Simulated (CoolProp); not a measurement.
The numbers come from the reference Helmholtz-energy equation of state, Lemmon 2006 in CoolProp. It is a short technical equation, of lower accuracy than the large ones.

Question: Give the vapour pressure (MPa), liquid cp (kJ/(kg K)), surface tension (mN/m), liquid viscosity (µPa s) of saturated C3F8 (R218) at -52.75, -43.95, -39.65 °C.

Answer: 
```
T (°C)  p (MPa)  liquid cp (kJ/(kg K))  surface tension (mN/m)  liquid viscosity (µPa s)
------  -------  ---------------------  ----------------------  ------------------------
-52.75   0.0462                  0.941                    12.4                       574
-43.95   0.0724                  0.959                    11.4                       492
-39.65   0.0889                  0.969                    10.8                       457
```

Viscosity comes from a separate model (Huber 2003), an estimate that may be off by 10 % or more. Surface tension comes from a separate correlation (Mulero 2012).
